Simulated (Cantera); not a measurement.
A closed system holds: 1 mol CHF3, 0.38 mol CH4, held at 2002 °C.

These are equilibrium values from Cantera (NASA tables, ideal gas, pure condensed phases), not measurements of a reactor. Candidate condensed phases: C, C6H6, C7H8, C8H18; 95 gas species. Gases not in the tables: C2F6 and larger saturated fluorocarbons. The numbers say what is thermodynamically allowed, not how fast it happens.

Q: At 5.40 Torr, list the 4 most abundant gas species with their mole fractions, and the condensed phases.

A: HF 0.874, F 0.0878, CF2 0.0354, CF4 0.00135. Condensed: C(graphite).
